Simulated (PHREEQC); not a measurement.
A PHREEQC speciation (ion-association model, wateq4f.dat) at 75 °C gives pH 1.78 and these molalities:

```tsv
species	mol/kgw
Na+	0.471
K+	0.227
HSO4-	0.227
SO4-2	0.172
NaSO4-	0.0787
KSO4-	0.0726
H+	0.0229
```

What are the element totals, and what could have been dissolved in 1 kg of water to give them?

This is not unique; one that fits is totals K 0.300, Na 0.550, S(6) 0.550 mol/kgw, from 0.55 mol NaHSO4 and 0.3 mol KOH per kg of water.

This is a speciation only: nothing precipitates in the calculation. Ionic strength above about 0.7 mol/kgw puts this run outside the model's range. At this temperature some constants are extrapolated from 25 °C, and those without enthalpy data are left unchanged.
